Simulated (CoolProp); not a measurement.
Vapour-liquid equilibrium of R152A (1) + R227EA (2) at 246.9 K; x and y are mole fractions of (1).

Computed with CoolProp (multi-fluid Helmholtz-energy mixture model, Outcalt 1996 and Lemmon 2016; pair parameters Bell 2016).

Task: Give the bubble pressure and the first vapour's composition at x = 0.05, 0.75, 0.85. Is there an azeotrope?

Result: x = 0.05: 0.06542 MPa, y = 0.061; x = 0.75: 0.08641 MPa, y = 0.810; x = 0.85: 0.08884 MPa, y = 0.884. No azeotrope shows between x = 0.05 and 0.95.

The pair parameters rest on a limited set of measurements; away from them the model extrapolates. The gap from Raoult's law changes sign with composition, which may be real or a fault of the pair parameters; it wasn't checked against measurements.
